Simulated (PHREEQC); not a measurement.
## Nickel, zinc or cadmium bath: an equilibrium model

Make-up at 25 °C: 44 mmol/kgw ZnSO4 and 2.5 mmol/kgw FeSO4. Closed to the air; pH follows from the charge balance.

All values are PHREEQC results (ion-association model, phreeqc.dat), not measurements.

Precipitation was switched off in this run.

Task: What pH, density, ionic strength does the model give?

Result: pH 5.62; density 1.004 g/cm³; ionic strength 0.102 mol/kgw.

Task: In which forms is S present?

Result: SO4-2 48 %, ZnSO4 36 %, Zn(SO4)2-2 14 %, FeSO4 2.0 % of the S.

Species that the database lacks are ignored.
